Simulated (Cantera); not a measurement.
Input: 1 mol Si, 0.035 mol CO₂, 5.2 mol H₂, 0.0037 mol H₂O, equilibrated at 16.0 Pa.

Equilibrium computed with Cantera from the NASA thermochemical tables; the gas is ideal and each condensed phase is pure. Candidate condensed phases: C, C₆H₆, C₇H₈, C₈H₁₈, H₂O, Si, SiC, SiO₂; 123 gas species. Mutual solubility and eutectic melting of coexisting phases are not modelled. Equilibrium is a limit: real reactors are often held back by kinetics, nucleation or transport.

Problem. At 1500 K, list the 5 most abundant gas species with their mole fractions, and the condensed phases.

Solution. H₂ 0.985, SiO 0.0136, H 0.00138, CO 0.000368, Si 6.58e-5. Condensed: Si(s) + SiC(s).
